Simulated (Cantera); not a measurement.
Charge: 1 mol Al(CH3)3, 4.9 mol NH3, 8.5 mol H2, held at 1.00 bar.

These are equilibrium values from Cantera (NASA tables, ideal gas, pure condensed phases), not measurements of a reactor. Candidate condensed phases: Al, AlN, C, C6H6, C7H8, C8H18; 97 gas species. The feed counts by its element totals alone. The numbers say what is thermodynamically allowed, not how fast it happens. All values below are at 1725 K.

Base state: H2 0.911, N2 0.0869, HCN 0.00118, CH4 0.000828, H 0.000177, C2H2 (acetylene) 8.39e-5, HNC 3.75e-5 (mole fractions); condensed: AlN(s) + C(graphite).

What changes in the equilibrium state with this change: NH3 from 4.9 to 1.4 mol?


```tsv
species	before	after
H2	0.911	0.985
N2	0.0869	0.0128
CH4	0.000828	0.000970
HCN	0.00118	0.000471
HNC	3.75e-5	1.50e-5
C2H2 (acetylene)	8.39e-5	9.08e-5
AlN(s), mol	1.000	1.000
C(graphite), mol	2.95	2.97
```
